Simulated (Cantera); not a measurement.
Fluorocarbon and chlorocarbon gases: C₂F₆ + H₂

A closed system holds: 1 mol C₂F₆, 0.098 mol H₂, equilibrated at 4.60 Pa.

Cantera equilibrium calculation (NASA polynomials, part measured and part estimated; ideal gas, pure solids and liquids). Candidate condensed phases: C, C₆H₆, C₇H₈, C₈H₁₈; 95 gas species. The feed counts by its element totals alone. Gases not in the tables: C₂F₆ and larger saturated fluorocarbons. Kinetics and transport are ignored.

From 1950 K to 2250 K the condensed part is C(graphite). The main C-bearing gas is CF₂ throughout. The share of C in condensed phases is highest at 2250 K (87.1 %) and lowest at 1950 K (31.3 %).

```tsv
T (K)	x F	x CF₂	x CF₄	x HF	x CF	n C(graphite)
1950	0.618	0.267	0.0617	0.0476	0.00223	0.626
2000	0.726	0.212	0.0166	0.0413	0.00337	0.894
2050	0.801	0.152	0.00382	0.0381	0.00473	1.17
2100	0.852	0.104	0.000834	0.0362	0.00632	1.39
2150	0.887	0.0699	0.000180	0.0350	0.00817	1.56
2200	0.909	0.0465	3.97e-5	0.0342	0.0103	1.67
2250	0.922	0.0309	9.02e-6	0.0336	0.0127	1.74
```
x: gas mole fraction; n: condensed amount in mol.
